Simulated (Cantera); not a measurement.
A freely propagating, adiabatic, planar premixed flame of H₂ : O₂ : N₂ = 1 : 0.217 : 0.817 (molar parts), equivalence ratio 2.3, unburnt at 675 K and 6.51 atm; mixture-averaged transport, grid criteria slope 0.08 and curve 0.16, no radiation.

Computed with Cantera and the H2/O2 subset of GRI-Mech 3.0, which has no nitrogen chemistry. The hydrogen kinetics of GRI-Mech 3.0 are dated; newer H2 mechanisms differ, most at raised pressure. Burning velocities carry a grid error of a few per cent, more on coarse grids.

Question: How do the results move with these cheaper or finer settings: unity-Lewis-number transport; multicomponent transport; multicomponent+Soret transport; grid criteria slope 0.5, curve 1; grid criteria slope 0.25, curve 0.5; grid criteria slope 0.03, curve 0.06?

Answer: 
| setting | laminar burning velocity | thermal thickness | peak x(OH) | peak x(HO₂) | grid points |
|---|---|---|---|---|---|
| as above | 1080 cm/s | 0.0436 mm | 0.00353 | 0.000863 | 111 |
| unity-Lewis-number transport | 678 cm/s | 0.0420 mm | 0.00356 | 0.000635 | 97 |
| multicomponent transport | 1060 cm/s | 0.0440 mm | 0.00352 | 0.000854 | 111 |
| multicomponent+Soret transport | 1030 cm/s | 0.0429 mm | 0.00355 | 0.000872 | 113 |
| grid criteria slope 0.5, curve 1 | 1140 cm/s | 0.0558 mm | 0.00397 | 0.000818 | 38 |
| grid criteria slope 0.25, curve 0.5 | 1120 cm/s | 0.0486 mm | 0.00369 | 0.000841 | 49 |
| grid criteria slope 0.03, curve 0.06 | 1070 cm/s | 0.0425 mm | 0.00348 | 0.000867 | 245 |
Unity Lewis numbers drop preferential diffusion, which matters most where H2 and H carry the flame; Soret adds thermal diffusion.
